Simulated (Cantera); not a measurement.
An adiabatic, constant-pressure homogeneous reactor starts with H₂ : O₂ : N₂ = 1 : 0.217 : 0.817 (molar parts), at 1798 K and 293 Torr. Integrator tolerance rtol = 1e-08.

Cantera simulation using the H2/O2 subset of GRI-Mech 3.0, which has no nitrogen chemistry; the numbers are that mechanism's predictions, not measurements.

Question: What does this change do: H2 1 to 0.6 parts?

Answer: 
```csv
quantity,before,after
time of steepest temperature rise,16.2 µs,14.6 µs
temperature at 5.00 s,2777 K,2862 K
equilibrium temperature,2777 K,2862 K
x(H₂) at 5.00 s,0.277 (gas-phase equilibrium 0.277),0.121 (gas-phase equilibrium 0.121)
x(O₂) at 5.00 s,0.000607 (gas-phase equilibrium 0.000607),0.00716 (gas-phase equilibrium 0.00716)
x(HO₂) at 5.00 s,3.93e-7 (gas-phase equilibrium 3.93e-7),3.10e-6 (gas-phase equilibrium 3.10e-6)
x(H₂O₂) at 5.00 s,3.94e-8 (gas-phase equilibrium 3.94e-8),1.71e-7 (gas-phase equilibrium 1.71e-7)
x(O) at 5.00 s,0.00197 (gas-phase equilibrium 0.00197),0.00938 (gas-phase equilibrium 0.00938)
x(H₂O) at 5.00 s,0.212 (gas-phase equilibrium 0.212),0.232 (gas-phase equilibrium 0.232)
x(H) at 5.00 s,0.0640 (gas-phase equilibrium 0.0640),0.0568 (gas-phase equilibrium 0.0568)
```

Question: What does this change do: N2 0.817 to 1.9 parts?

Answer: 
```json
[
 {"quantity": "time of steepest temperature rise", "before": "16.2 µs", "after": "24.9 µs"},
 {"quantity": "temperature at 5.00 s", "before": "2777 K", "after": "2584 K"},
 {"quantity": "equilibrium temperature", "before": "2777 K", "after": "2584 K"},
 {"quantity": "x(H₂) at 5.00 s", "before": "0.277 (gas-phase equilibrium 0.277)", "after": "0.183 (gas-phase equilibrium 0.183)"},
 {"quantity": "x(O₂) at 5.00 s", "before": "0.000607 (gas-phase equilibrium 0.000607)", "after": "0.000123 (gas-phase equilibrium 0.000123)"},
 {"quantity": "x(HO₂) at 5.00 s", "before": "3.93e-7 (gas-phase equilibrium 3.93e-7)", "after": "6.27e-8 (gas-phase equilibrium 6.27e-8)"},
 {"quantity": "x(H₂O₂) at 5.00 s", "before": "3.94e-8 (gas-phase equilibrium 3.94e-8)", "after": "8.28e-9 (gas-phase equilibrium 8.28e-9)"},
 {"quantity": "x(O) at 5.00 s", "before": "0.00197 (gas-phase equilibrium 0.00197)", "after": "0.000387 (gas-phase equilibrium 0.000387)"},
 {"quantity": "x(H₂O) at 5.00 s", "before": "0.212 (gas-phase equilibrium 0.212)", "after": "0.142 (gas-phase equilibrium 0.142)"},
 {"quantity": "x(H) at 5.00 s", "before": "0.0640 (gas-phase equilibrium 0.0640)", "after": "0.0248 (gas-phase equilibrium 0.0248)"}
]
```
